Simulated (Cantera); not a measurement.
A Cantera script and its output.

```python
import numpy as np
import cantera as ct

gas = ct.Solution("gri30.yaml")
gas.TPX = 773, 1000000, {'C3H8': 1, 'O2': 3.33, 'N2': 12.5}
inlet = ct.Reservoir(gas, clone=True)
gas.equilibrate("HP")  # start burning
reactor = ct.IdealGasConstPressureReactor(gas, energy="on", clone=False)
exhaust = ct.Reservoir(gas, clone=True)
tau = [0.25, 0.11, 0.045, 0.019, 0.0078, 0.0033, 0.0014, 0.00058, 0.00024, 0.0001, 4.2e-05][0]
for a, b in ((inlet, reactor), (reactor, exhaust)):
    ct.MassFlowController(a, b, mdot=lambda t: reactor.mass / tau)
net = ct.ReactorNet([reactor])
show = ['C3H8', 'O2', 'H2O2', 'CO', 'CH3', 'HCN']

rows = []
print(f"{'tau/s':>10s}{'T/K':>9s}" + "".join(f"{s:>11s}" for s in show))
for tau in [0.25, 0.11, 0.045, 0.019, 0.0078, 0.0033, 0.0014, 0.00058, 0.00024, 0.0001, 4.2e-05]:
    net.initial_time = 0.0
    net.advance(30 * tau)
    before = gas.X
    net.advance(40 * tau)
    drift = np.max(np.abs(gas.X - before) / (gas.X + 1e-9))
    rows.append([gas.T, *gas[show].X, drift])
    print(f"{tau:10.3e}{gas.T:9.1f}" + "".join(f"{x:11.3e}" for x in gas[show].X))
```

Result:

```
     tau/s      T/K       C3H8         O2       H2O2         CO        CH3        HCN
 2.500e-01   2329.2  1.756e-08  7.058e-06  4.354e-09  1.093e-01  1.849e-06  8.203e-07
 1.100e-01   2328.8  3.937e-08  1.160e-05  4.896e-09  1.092e-01  4.019e-06  1.671e-06
 4.500e-02   2328.0  9.382e-08  2.238e-05  6.117e-09  1.092e-01  9.040e-06  3.968e-06
 1.900e-02   2326.9  2.142e-07  4.476e-05  8.489e-09  1.090e-01  1.902e-05  9.329e-06
 7.800e-03   2325.2  4.969e-07  9.379e-05  1.337e-08  1.087e-01  3.954e-05  2.189e-05
 3.300e-03   2323.0  1.112e-06  1.935e-04  2.294e-08  1.082e-01  7.769e-05  4.683e-05
 1.400e-03   2319.8  2.468e-06  3.986e-04  4.259e-08  1.074e-01  1.468e-04  9.127e-05
 5.800e-04   2314.0  5.565e-06  8.308e-04  8.538e-08  1.061e-01  2.683e-04  1.594e-04
 2.400e-04   2303.0  1.255e-05  1.711e-03  1.777e-07  1.045e-01  4.640e-04  2.350e-04
 1.000e-04   2281.4  2.865e-05  3.502e-03  3.793e-07  1.027e-01  7.672e-04  2.751e-04
 4.200e-05   2235.8  7.050e-05  7.449e-03  8.616e-07  1.011e-01  1.249e-03  2.274e-04
```

Cantera simulation using GRI-Mech 3.0 (53 species, 325 reactions); the numbers are that mechanism's predictions, not measurements. GRI-Mech 3.0 was tuned for natural gas; its chemistry of propane as a main component is partial and can be far from experiment.
